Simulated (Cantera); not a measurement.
An isothermal plug-flow reactor at 775 K and 0.987 atm (inlet), inlet velocity 3.9 m/s, active area per volume 910 1/m; feed 0.273 % H2, 1.86 % O2, 97.9 % N2, equivalence ratio 0.073.

Computed with Cantera and Deutschmann's 1995 Pt surface mechanism with GRI-Mech 3.0 gas chemistry. Catalytic surfaces can have several steady states; this one follows from the mechanism file's or the stated starting coverage. Mass transfer to the wall is taken as infinitely fast.

Problem. Predict: x(H2) at z = 0.0054 m; x(O2) at z = 0.0054 m; x(H2O) at z = 0.0054 m; θ(free Pt) at the exit; θ(O*) at the exit; θ(OH*) at the exit.

Solution. 
```
Quantity                 Result
----------------------  -------
x(H2) at z = 0.0054 m   7.68e-5
x(O2) at z = 0.0054 m    0.0173
x(H2O) at z = 0.0054 m  0.00265
θ(free Pt) at the exit   0.0570
θ(O*) at the exit         0.941
θ(OH*) at the exit      0.00147
```
